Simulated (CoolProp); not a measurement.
Model: reference Helmholtz-energy equation of state, Gao 2022, in CoolProp.

For n-perfluoropentane, give the phase and the Z, speed of sound (m/s) at 384.5 K and 2.25 MPa.


- 384.5 K and 2.25 MPa: liquid; Z 0.160, speed of sound 224
